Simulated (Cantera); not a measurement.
Charge: 1 mol Zr, 1.6 mol N₂O, 9 mol H₂, 3.1 mol O₂.

These are equilibrium values from Cantera (NASA tables, ideal gas, pure condensed phases), not measurements of a reactor. Candidate condensed phases: H₂O, Zr, ZrN, ZrO₂; 28 gas species. Kinetics and transport are ignored.

Task: What condenses at these points (T in °C, P in Pa): (2377, 0.10); (2177, 5.6); (2477, 0.10); (2377, 320); (1377, 18000)?

Result: 
```csv
T (°C),P in Pa,condensed phases,Zr condensed (%)
2377,0.10,gas only,0.0
2177,5.6,ZrO₂,93.0
2477,0.10,gas only,0.0
2377,320,ZrO₂,98.6
1377,18000,ZrO₂,100.0
```
